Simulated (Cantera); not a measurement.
An isothermal, constant-pressure homogeneous reactor starts with NH₃ : H₂ = 1 : 0.14 (molar parts), at 1800 K and 0.257 atm.

Cantera simulation using the gas-phase N/H chemistry of the illustrative SiF4/NH3 mechanism in the Surface Chemkin manual (1991); the numbers are that mechanism's predictions, not measurements. Walls and surfaces, which speed up NH3 decomposition in real reactors, are not modelled.

x: mole fraction; the columns are a selection and need not sum to one.

```tsv
t (s)	x NH₃	x H₂	x NH₂	x N₂H₂	x N₂
6.00e-6	0.877	0.123	2.38e-6	8.67e-12	<1e-12
1.91e-5	0.877	0.123	7.67e-6	2.35e-10	3.97e-12
6.05e-5	0.877	0.123	2.44e-5	4.59e-9	9.32e-10
0.000192	0.877	0.123	___	___	___
0.000610	0.877	0.123	0.000229	7.41e-7	1.10e-5
0.00194	0.876	0.124	0.000399	2.62e-6	0.000242
0.00615	0.872	0.127	0.000406	2.74e-6	___
0.0195	0.859	0.136	0.000402	2.67e-6	0.00460
0.0620	0.822	0.163	0.000389	2.47e-6	0.0146
0.197	0.717	0.240	0.000354	1.96e-6	0.0425
0.625	0.488	0.408	0.000275	1.09e-6	0.103
1.98	0.191	0.626	0.000148	3.07e-7	0.183
6.30	0.0275	0.746	3.75e-5	2.45e-8	0.226
20.0	0.00212	0.764	4.42e-6	4.29e-10	0.233
```

Question: Fill in the missing entries.

Answer: 
- 0.000192, x NH₂: 7.72e-5
- 0.000192, x N₂H₂: 6.48e-8
- 0.000192, x N₂: 1.44e-7
- 0.00615, x N₂: 0.00129
